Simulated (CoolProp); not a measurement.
Vapour-liquid equilibrium of o-xylene (1) + n-nonane (2) at 407.2 K; x and y are mole fractions of (1).

Model: multi-fluid Helmholtz-energy mixture model, Zhou 2012 and Lemmon 2006; pair parameters Bell 2016, in CoolProp.

```csv
x,"bubble pressure, mixture model (kPa)","bubble pressure, Raoult's law (kPa)","y, mixture model","y, Raoult's law"
0.05,64.95,64.31,0.068,0.059
0.125,66.78,65.27,0.163,0.146
0.2,68.49,66.23,0.251,0.231
0.275,70.04,67.19,0.332,0.313
0.35,71.45,68.15,0.408,0.393
0.425,72.70,69.11,0.480,0.470
0.5,73.79,70.07,0.548,0.546
0.575,74.71,71.03,0.614,0.619
0.65,75.46,72.00,0.679,0.690
0.725,76.05,72.96,0.743,0.760
0.8,76.45,73.92,0.809,0.828
0.875,76.65,74.88,0.877,0.894
0.95,76.63,75.84,0.949,0.958
```

The largest gap from Raoult's law is +5.3 % in bubble pressure, at x = 0.5. y crosses x between x = 0.875 and 0.95: the model has an azeotrope there.

The pair parameters rest on a limited set of measurements; away from them the model extrapolates.
